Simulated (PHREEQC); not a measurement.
Solution (20 °C): 0.0013 mol H2SO4 and 0.0485 mol K2SO4 per kg of water. Closed to the air; pH follows from the charge balance.

Computed with PHREEQC (ion-association model, wateq4f.dat).

```
Quantity                 Result
----------------  -------------
pH                         3.04
ionic strength    0.131 mol/kgw
total alkalinity   -2.60 meq/kg
```

```
species  molality  activity   log γ
-------  --------  --------  ------
K+         0.0893    0.0666  -0.127
SO4-2      0.0406    0.0139  -0.465
KSO4-     0.00771   0.00596  -0.112
HSO4-     0.00147   0.00112  -0.119
H+        0.00113  0.000919  -0.089
```

This is a speciation only: nothing precipitates in the calculation. Complexes and solids missing from the database can't appear.
